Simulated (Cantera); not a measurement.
Cantera run:

```python
import numpy as np
import cantera as ct

gas_names = [...]  # 109 gases of nasa_gas.yaml made of C, Cl, H, Si
cond_names = """
    C(gr) C6H6(L) C7H8(L) C8H18(L),n-octa Si(cr) Si(L) SiC(b)
""".split()


# ... load() reads the species with a 1 bar reference pressure and builds the phases ...
atoms = {
    'CH3SiCl3': {'C': 1, 'H': 3, 'Si': 1, 'CL': 3},
    'HCl': {'H': 1, 'CL': 1},
    'H2': {'H': 2},
    'C2H2': {'C': 2, 'H': 2},
}
top_T = {'C(gr)': 4500, 'SiC(b)': 3050}  # K; cautious upper limits of use, not melting points


# ... equilibrate(T, P, feed) seeds the gas with the atoms and calls Mixture.equilibrate('TP', solver="vcs", rtol=1e-11, max_steps=5000) ...
results = []
feed = {'CH3SiCl3': 1, 'HCl': 2.5, 'H2': 220, 'C2H2': 0.014}  # mol
T = 1100  # K
P = 13332.2  # Pa
mix = equilibrate(T, P, feed)
results.append((T, P, feed, dict(zip(mix.species_names, mix.species_moles))))
x = sorted(zip(gas.X, gas.species_names), reverse=True)
print(f"T = {T:g} K  P = {P:g} Pa  gas = {mix.phase_moles(0):.4g} mol")
print("   x: " + "  ".join(f"{s} {v:.3e}" for v, s in x if v > 0.0001))
print("   condensed (mol): " + ("  ".join(f"{mix.phase(i).name} {mix.phase_moles(i):.4g}"
      for i in range(1, mix.n_phases) if mix.phase_moles(i) > 1e-12) or "none"))
```

Result:

```
T = 1100 K  P = 13332.2 Pa  gas = 225.4 mol
   x: H2 9.758e-01  HCL 2.368e-02  CH4 3.339e-04  SiCL4 1.121e-04
   condensed (mol): SiC(b) 0.9527
```

Equilibrium computed with Cantera from the NASA thermochemical tables; the gas is ideal and each condensed phase is pure. The feed counts by its element totals alone. The tables' values for SiCl3 are old estimates; treat these amounts as uncertain.
